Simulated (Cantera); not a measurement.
An adiabatic, constant-pressure homogeneous reactor starts with CH4 : C2H6 : O2 : N2 = 1 : 0.16 : 3.16 : 11.9 (molar parts), at 1125 K and 7500 Torr. Integrator tolerance rtol = 1e-08.

Computed with Cantera and GRI-Mech 3.0 (53 species, 325 reactions).

Problem. What does this change do: pressure from 7500 Torr to 3300 Torr?

Solution. 
```tsv
quantity	before	after
time of steepest temperature rise	2.54 ms	4.14 ms
temperature at 0.100 s	2583 K	2557 K
equilibrium temperature	2583 K	2557 K
x(CH4) at 0.100 s	<1e-12 (gas-phase equilibrium <1e-12)	<1e-12 (gas-phase equilibrium <1e-12)
x(C2H6) at 0.100 s	<1e-12 (gas-phase equilibrium <1e-12)	<1e-12 (gas-phase equilibrium <1e-12)
x(O2) at 0.100 s	0.0336 (gas-phase equilibrium 0.0336)	0.0346 (gas-phase equilibrium 0.0346)
x(H) at 0.100 s	0.000537 (gas-phase equilibrium 0.000537)	0.000828 (gas-phase equilibrium 0.000828)
x(OH) at 0.100 s	0.00798 (gas-phase equilibrium 0.00798)	0.00908 (gas-phase equilibrium 0.00908)
x(CH2O) at 0.100 s	6.34e-11 (gas-phase equilibrium 6.34e-11)	4.61e-11 (gas-phase equilibrium 4.61e-11)
x(CH2CO) at 0.100 s	<1e-12 (gas-phase equilibrium <1e-12)	<1e-12 (gas-phase equilibrium <1e-12)
```

Problem. What does this change do: pressure from 7500 Torr to 3450 Torr?

Solution. 
```csv
quantity,before,after
time of steepest temperature rise,2.54 ms,4.03 ms
temperature at 0.100 s,2583 K,2559 K
equilibrium temperature,2583 K,2559 K
x(CH4) at 0.100 s,<1e-12 (gas-phase equilibrium <1e-12),<1e-12 (gas-phase equilibrium <1e-12)
x(C2H6) at 0.100 s,<1e-12 (gas-phase equilibrium <1e-12),<1e-12 (gas-phase equilibrium <1e-12)
x(O2) at 0.100 s,0.0336 (gas-phase equilibrium 0.0336),0.0345 (gas-phase equilibrium 0.0345)
x(H) at 0.100 s,0.000537 (gas-phase equilibrium 0.000537),0.000810 (gas-phase equilibrium 0.000810)
x(OH) at 0.100 s,0.00798 (gas-phase equilibrium 0.00798),0.00902 (gas-phase equilibrium 0.00902)
x(CH2O) at 0.100 s,6.34e-11 (gas-phase equilibrium 6.34e-11),4.69e-11 (gas-phase equilibrium 4.69e-11)
x(CH2CO) at 0.100 s,<1e-12 (gas-phase equilibrium <1e-12),<1e-12 (gas-phase equilibrium <1e-12)
```
